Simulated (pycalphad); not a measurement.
Computed with pycalphad from the COST 507 light-alloy database (1999), at 1 atm. These are 1990s assessments: newer ones move some temperatures and phases. Amounts are mole fractions of atoms.

Question: Give the equilibrium state of Al-4.2Si-2.6C (at.%) at 1050 K.

Answer: LIQUID, fraction 0.941, with 4.1 Si, <0.01 C at.%; AL8SIC7, fraction 0.059, with 6.2 Si, 43.8 C at.%.

Question: Give the equilibrium state of Al-4.2Si-2.6C (at.%) at 500 K.

Answer: FCC_A1, fraction 0.902, with 0.01 Si, <0.01 C at.%; AL8SIC7, fraction 0.059, with 6.2 Si, 43.8 C at.%; DIAMOND_A4, fraction 0.038, with >99.99 Si, <0.01 C at.%.

Database names, with the compositions (at.%) that they take in these runs: AL8SIC7: Al 50 C 44 Si 6. FCC_A1 is fcc; DIAMOND_A4 is diamond (Si).
